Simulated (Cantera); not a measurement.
**SiH2Cl2 + Cl2 + H2 (silicon epitaxy and polysilicon growth)**

A closed system holds: 1 mol SiH2Cl2, 0.42 mol Cl2, 4.1 mol H2, equilibrated at 10.0 mbar.

Equilibrium computed with Cantera from the NASA thermochemical tables; the gas is ideal and each condensed phase is pure. Candidate condensed phases: Si; 19 gas species. The tables' values for SiCl3, SiCl are old estimates; treat these amounts as uncertain. Equilibrium is a limit: real reactors are often held back by kinetics, nucleation or transport.

```
T (°C)   x H2  x HCl  x SiCl2   x SiCl4  x SiCl3  x SiHCl3  n Si(s)
------  -----  -----  -------  --------  -------  --------  -------
900     0.784  0.103   0.0307    0.0581   0.0134    0.0103    0.316
950     0.761  0.125   0.0496    0.0412   0.0160   0.00777    0.292
1000    0.739  0.143   0.0711    0.0255   0.0166   0.00528    0.256
1050    0.722  0.155   0.0907    0.0137   0.0151   0.00324    0.218
1100    0.712  0.162    0.106   0.00667   0.0123   0.00186    0.188
1150    0.706  0.165    0.115   0.00309  0.00950   0.00103    0.166
1200    0.704  0.165    0.122   0.00143  0.00714  0.000572    0.150
1250    0.702  0.165    0.126  0.000676  0.00535  0.000323    0.138
1300    0.702  0.164    0.129  0.000330  0.00403  0.000187    0.128
```
x: gas mole fraction; n: condensed amount in mol.

From 900 °C to 1300 °C the condensed part is Si(s). The main Si-bearing gas is SiCl4 at 900 °C and SiCl2 at 1300 °C. The share of Si in condensed phases is highest at 900 °C (31.6 %) and lowest at 1300 °C (12.8 %).
